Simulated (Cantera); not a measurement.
An isothermal, constant-pressure homogeneous reactor starts with CH₄ : N₂ = 1 : 17 (molar parts), at 1925 K and 100.0 Torr.

Detailed kinetics in Cantera: GRI-Mech 3.0 (53 species, 325 reactions). GRI-Mech 3.0 stops at C3 and has no aromatics, soot or wall deposition, so with more carbon than oxygen in the feed, carbon stays in small species such as C2H2 where larger ones or solid carbon would form.

Question: Predict: x(CH₄) at 4.00 s; x(HCN) at 4.00 s; x(CH₂) at 4.00 s; x(C₂H₄) at 4.00 s; x(CH₃) at 4.00 s.

Answer: 
```json
{
  "x(CH₄) at 4.00 s": "6.25e-6 (gas-phase equilibrium 4.95e-6)",
  "x(HCN) at 4.00 s": "0.000136 (gas-phase equilibrium 0.0429)",
  "x(CH₂) at 4.00 s": "1.36e-8 (gas-phase equilibrium 1.08e-8)",
  "x(C₂H₄) at 4.00 s": "2.84e-6 (gas-phase equilibrium 5.24e-7)",
  "x(CH₃) at 4.00 s": "1.17e-6 (gas-phase equilibrium 9.27e-7)"
}
```
